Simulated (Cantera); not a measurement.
Cantera with NASA thermochemical tables; ideal gases at 1 bar, condensed phases pure. Values are per mole of reaction as written; species without (g) are pure solids or liquids, kept so even where they would boil at 1 bar.

Question: Between 673 and 973 K, where is each reaction favourable under standard conditions?
- 0.5 Ti + Cl2(g) = 0.5 TiCl4(g)
- 2 K + Cl2(g) = 2 KCl(g)
- Fe + Cl2(g) = FeCl2

Answer: 
- 0.5 Ti + Cl2(g) = 0.5 TiCl4(g): ΔG° is -341 kJ at 673 K and -323 kJ at 973 K; it stays negative (K > 1). ΔH° is -381 kJ and ΔS° -59 J/K at 973 K.
- 2 K + Cl2(g) = 2 KCl(g): ΔG° is -505 kJ at 673 K and -532 kJ at 973 K; it stays negative (K > 1). ΔH° is -449 kJ and ΔS° 85 J/K at 973 K.
- Fe + Cl2(g) = FeCl2: ΔG° is -256 kJ at 673 K and -221 kJ at 973 K; it stays negative (K > 1). ΔH° is -290 kJ and ΔS° -70 J/K at 973 K.
